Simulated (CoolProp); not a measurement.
Saturated liquid density (kg/m³) of R11: the reference equation beside estimates from Tc = 471.1 K, pc = 4408 kPa, ω = 0.189. Rackett uses Z = 0.29056 − 0.08775 ω.

The numbers come from the reference Helmholtz-energy equation of state, Jacobsen 1992 in CoolProp.

```
T (K)  reference  Rackett  van der Waals  Redlich-Kwong  Soave-Redlich-Kwong  Peng-Robinson
-----  ---------  -------  -------------  -------------  -------------------  -------------
271.3       1538     1554          968.2           1429                 1454           1641
284.1       1509     1525          950.8           1399                 1427           1611
296.9       1479     1495          932.7           1368                 1398           1580
309.7       1448     1464          913.8           1335                 1367           1547
322.5       1417     1431          894.0           1300                 1335           1511
335.3       1383     1398          873.2           1263                 1299           1472
348.1       1349     1363          851.2           1224                 1262           1430
361         1312     1326          827.7           1182                 1221           1384
373.8       1274     1287          802.9           1137                 1177           1335
386.6       1232     1246          776.3           1089                 1129           1281
399.4       1188     1202          747.4           1037                 1076           1221
412.2       1139     1153          715.7          979.9                 1017           1153
425         1084     1099          680.2          916.4                951.4           1077
437.8       1020     1035          639.3          843.9                874.9          987.4
450.6      938.8    957.2          589.5          756.8                782.0          877.9
```

Absolute difference from the reference over all 15 rows, mean and median: Rackett 1.2 and 1.1 %, van der Waals 37.0 and 37.0 %, Redlich-Kwong 11.1 and 9.9 %, Soave-Redlich-Kwong 8.4 and 6.9 %, Peng-Robinson 5.0 and 6.0 %.
